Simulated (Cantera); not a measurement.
Thermodynamics of chemical vapour transport, feed Fe2O3 + Cl2

Feed: 1 mol Fe2O3, 1.9 mol Cl2, at 1448 K.

Equilibrium computed with Cantera from the NASA thermochemical tables; the gas is ideal and each condensed phase is pure. Candidate condensed phases: Fe, FeCl2, FeCl3, FeO, Fe2O3, Fe3O4; 13 gas species. Equilibrium is a limit: real reactors are often held back by kinetics, nucleation or transport.

```tsv
P (Pa)	x FeCl2	x Cl2	x O2	x FeCl3	x Cl	x Fe2Cl6	n Fe2O3(s)
1000	0.450	0.0461	0.371	0.0448	0.0873	2.82e-7	0.225
2200	0.409	0.0745	0.365	0.0768	0.0748	1.82e-6	0.275
4600	0.355	0.110	0.354	0.117	0.0629	8.87e-6	0.333
10000	0.287	0.155	0.341	0.166	0.0506	3.86e-5	0.399
22000	0.217	0.204	0.324	0.214	0.0392	0.000141	0.462
46000	0.159	0.250	0.309	0.250	0.0300	0.000405	0.513
100000	0.110	0.297	0.293	0.277	0.0221	0.00108	0.557
220000	0.0725	0.340	0.277	0.291	0.0160	0.00261	0.594
460000	0.0479	0.377	0.264	0.293	0.0116	0.00553	0.622
1000000	0.0302	0.412	0.253	0.284	0.00825	0.0113	0.646
```
x: gas mole fraction; n: condensed amount in mol.

From 10.0 mbar to 10.0 bar the condensed part is Fe2O3(s). The main Fe-bearing gas is FeCl2 at 10.0 mbar and FeCl3 at 10.0 bar. The share of Fe in condensed phases is highest at 10.0 bar (64.6 %) and lowest at 10.0 mbar (22.5 %).
